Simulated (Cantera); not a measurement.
A Cantera script and its output.

```python
import numpy as np
import cantera as ct

gas = ct.Solution("gri30.yaml")
gas.TPX = 650, 1200000, {'CH4': 1, 'O2': 1.33, 'N2': 5.01}
inlet = ct.Reservoir(gas, clone=True)
gas.equilibrate("HP")  # start burning
reactor = ct.IdealGasConstPressureReactor(gas, energy="on", clone=False)
exhaust = ct.Reservoir(gas, clone=True)
tau = [0.15, 0.063, 0.028, 0.012, 0.0052, 0.0023, 0.00099, 0.00043, 0.00019, 8.2e-05, 3.6e-05, 1.6e-05, 6.8e-06][0]
for a, b in ((inlet, reactor), (reactor, exhaust)):
    ct.MassFlowController(a, b, mdot=lambda t: reactor.mass / tau)
net = ct.ReactorNet([reactor])
show = ['CH4', 'O2', 'OH', 'HCN', 'C2H4', 'CH3']

rows = []
print(f"{'tau/s':>10s}{'T/K':>9s}" + "".join(f"{s:>11s}" for s in show))
for tau in [0.15, 0.063, 0.028, 0.012, 0.0052, 0.0023, 0.00099, 0.00043, 0.00019, 8.2e-05, 3.6e-05, 1.6e-05, 6.8e-06]:
    net.initial_time = 0.0
    net.advance(30 * tau)
    before = gas.X
    net.advance(40 * tau)
    drift = np.max(np.abs(gas.X - before) / (gas.X + 1e-9))
    rows.append([gas.T, *gas[show].X, drift])
    print(f"{tau:10.3e}{gas.T:9.1f}" + "".join(f"{x:11.3e}" for x in gas[show].X))
```

Result:

```
     tau/s      T/K        CH4         O2         OH        HCN       C2H4        CH3
 1.500e-01   2156.4  1.306e-04  1.336e-05  1.063e-04  3.390e-06  4.203e-08  1.175e-05
 6.300e-02   2156.9  2.860e-04  3.072e-05  1.093e-04  8.649e-06  2.049e-07  2.630e-05
 2.800e-02   2158.0  5.701e-04  6.712e-05  1.132e-04  1.989e-05  8.287e-07  5.387e-05
 1.200e-02   2159.9  1.087e-03  1.508e-04  1.202e-04  4.055e-05  3.099e-06  1.073e-04
 5.200e-03   2162.5  1.865e-03  3.307e-04  1.317e-04  6.461e-05  9.583e-06  1.967e-04
 2.300e-03   2164.3  2.880e-03  6.999e-04  1.490e-04  8.063e-05  2.479e-05  3.311e-04
 9.900e-04   2162.5  4.189e-03  1.496e-03  1.735e-04  8.329e-05  5.933e-05  5.336e-04
 4.300e-04   2151.8  5.837e-03  3.150e-03  2.018e-04  7.181e-05  1.333e-04  8.160e-04
 1.900e-04   2121.2  8.224e-03  6.710e-03  2.230e-04  4.767e-05  2.998e-04  1.192e-03
 8.200e-05   2008.2  1.485e-02  1.896e-02  1.796e-04  1.086e-05  9.642e-04  1.643e-03
 3.600e-05    650.0  1.362e-01  1.812e-01  2.768e-21 -4.395e-19 -1.597e-16  1.720e-15
 1.600e-05    650.0  1.362e-01  1.812e-01  1.223e-21  6.769e-22  2.460e-19  7.634e-16
 6.800e-06    650.0  1.362e-01  1.812e-01  5.156e-22  2.275e-25  8.266e-23  3.252e-16
```

Cantera simulation using GRI-Mech 3.0 (53 species, 325 reactions); the numbers are that mechanism's predictions, not measurements. The pressure lies above the range GRI-Mech 3.0 was tuned for (to about 10 atm).
